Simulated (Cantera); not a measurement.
Charge: 1 mol SiH2Cl2, 0.015 mol C3H8, 16 mol H2, 0.14 mol HCl, at 2.30 mbar.

These are equilibrium values from Cantera (NASA tables, ideal gas, pure condensed phases), not measurements of a reactor. Candidate condensed phases: C, C6H6, C7H8, C8H18, Si, SiC; 109 gas species. The tables' values for SiCl are old estimates; treat these amounts as uncertain. Gases not in the tables: Si2H6 and higher silanes. The numbers say what is thermodynamically allowed, not how fast it happens. All values below are at 2350 K.

Base state: H2 0.649, H 0.209, HCl 0.0777, Si 0.0418, Cl 0.0180, SiCl 0.00136, SiCl2 0.00104, SiH 0.000543 (mole fractions); condensed: gas only.

Problem. What changes in the equilibrium state with this change: SiH2Cl2 replaced by SiH4?

Solution. 
```tsv
species	before	after
H2	0.649	0.726
H	0.209	0.222
Si	0.0418	0.0440
HCl	0.0777	0.00524
Cl	0.0180	0.00115
SiCl2	0.00104	4.46e-6
SiCl	0.00136	9.16e-5
SiH2	2.49e-5	2.94e-5
SiH	0.000543	0.000605
```
